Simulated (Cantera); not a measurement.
Feed: 1 mol HMDSO, 5.1 mol NO, 3.5 mol N₂O, at 97.5 Torr.

Points: T (K) = 748, 798, 848, 898, 948, 998, 1048, 1098, 1148, 1198.

Cantera's Mixture.equilibrate('TP', solver="vcs", rtol=1e-11, max_steps=5000) on the NASA tables stopped like this:

```
ERROR: FAILURE its = 5001!

*******************************************************************************
CanteraError thrown by MultiPhase::equilibrate:
VCS solver failed. Return code: -1
*******************************************************************************
```

### Question
What got this run through?

### Answer
Several could match; the one computed here: The failure is numerical, not chemical. The same input converged with solver="gibbs", rtol=1e-10, max_steps=50000, and the result passed a check of the equilibrium conditions:
```
T = 748 K  P = 13000 Pa  gas = 16.27 mol
   x: N2 3.718e-01  H2 3.254e-01  H2O 1.364e-01  CO2 8.718e-02  CH4 4.563e-02  CO 3.345e-02
   condensed (mol): C(gr) 3.295  SiO2(Lqz) 2
T = 798 K  P = 13000 Pa  gas = 17.27 mol
   x: H2 3.780e-01  N2 3.504e-01  H2O 9.161e-02  CO2 7.851e-02  CO 7.571e-02  CH4 2.579e-02
   condensed (mol): C(gr) 2.892  SiO2(Lqz) 2
T = 848 K  P = 13000 Pa  gas = 18.37 mol
   x: H2 4.082e-01  N2 3.294e-01  CO 1.380e-01  CO2 5.646e-02  H2O 5.404e-02  CH4 1.388e-02
   condensed (mol): C(gr) 2.174  SiO2(hqz) 2
T = 898 K  P = 13000 Pa  gas = 19.38 mol
   x: H2 4.219e-01  N2 3.122e-01  CO 2.001e-01  CO2 3.059e-02  H2O 2.774e-02  CH4 7.413e-03
   condensed (mol): C(gr) 1.387  SiO2(hqz) 2
T = 948 K  P = 13000 Pa  gas = 20.05 mol
   x: H2 4.279e-01  N2 3.018e-01  CO 2.402e-01  CO2 1.313e-02  H2O 1.294e-02  CH4 4.084e-03
   condensed (mol): C(gr) 0.8407  SiO2(hqz) 2
T = 998 K  P = 13000 Pa  gas = 20.38 mol
   x: H2 4.310e-01  N2 2.969e-01  CO 2.586e-01  H2O 5.918e-03  CO2 5.140e-03  CH4 2.356e-03
   condensed (mol): C(gr) 0.5773  SiO2(hqz) 2
T = 1048 K  P = 13000 Pa  gas = 20.52 mol
   x: H2 4.329e-01  N2 2.948e-01  CO 2.660e-01  H2O 2.799e-03  CO2 2.041e-03  CH4 1.422e-03
   condensed (mol): C(gr) 0.4701  SiO2(hqz) 2
T = 1098 K  P = 13000 Pa  gas = 20.59 mol
   x: H2 4.340e-01  N2 2.939e-01  CO 2.689e-01  H2O 1.395e-03  CH4 8.949e-04  CO2 8.584e-04
   condensed (mol): C(gr) 0.4278  SiO2(hqz) 2
T = 1148 K  P = 13000 Pa  gas = 20.61 mol
   x: H2 4.347e-01  N2 2.935e-01  CO 2.701e-01  H2O 7.338e-04  CH4 5.844e-04  CO2 3.860e-04
   condensed (mol): C(gr) 0.4107  SiO2(hqz) 2
T = 1198 K  P = 13000 Pa  gas = 20.63 mol
   x: H2 4.351e-01  N2 2.933e-01  CO 2.707e-01  H2O 4.064e-04  CH4 3.946e-04  CO2 1.852e-04
   condensed (mol): C(gr) 0.4035  SiO2(hqz) 2
```

The gas is ideal and each condensed phase is pure. The feed counts by its element totals alone. The tables hold silica as quartz up to 1696 K and as liquid above; real silica turns to tridymite and cristobalite and melts near 1996 K.
